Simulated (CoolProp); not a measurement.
Nitrogen at 644.8 K and 7.55 MPa flows at 3.5 m/s in a round tube of 100 mm bore and 0.25 µm roughness, fully developed (64/Re and Nu = 3.66 if laminar; Colebrook and Gnielinski if turbulent). Each further row changes one setting.

The numbers come from the reference Helmholtz-energy equation of state, Span 2000 in CoolProp.

```
case             Reynolds number  Darcy friction factor  pressure drop (Pa/m)  heat-transfer coefficient (W/(m² K))  mass flow (kg/h)
---------------  ---------------  ---------------------  --------------------  ------------------------------------  ----------------
as stated                 424000                 0.0136                  31.8                                   280              3780
velocity 7 m/s            848000                 0.0120                   113                                   492              7560
diameter 200 mm           848000                 0.0120                  14.0                                   246             15100
```

Viscosity comes from a separate model (Lemmon 2004). Thermal conductivity comes from a separate model (Lemmon 2004).
